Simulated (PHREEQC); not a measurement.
1 kg of water holding 53 mmol/kgw KOH and 13 mmol/kgw CaCl2 meets 20 L of dry gas (N2 1 by moles) at fixed total pressure, at 50 °C; fugacities by Peng-Robinson. The gases take part in no redox reaction, some water evaporates into the gas, and hydrates or a liquid gas phase aren't modelled. Precipitation was switched off in this run.

The numbers come from PHREEQC with the ion-association model, phreeqc.dat.

```csv
P (atm),dissolved N2 (mol/kgw),φ of N2
2,0.000946,1.000
5,0.00245,0.999
10,0.00492,0.998
20,0.00978,0.996
30,0.0145,0.994
40,0.0191,0.993
50,0.0236,0.992
75,0.0345,0.990
100,0.0447,0.990
150,0.0637,0.994
200,0.0812,1.003
300,0.112,1.034
400,0.140,1.078
```

Constants without temperature data keep their 25 °C values here.
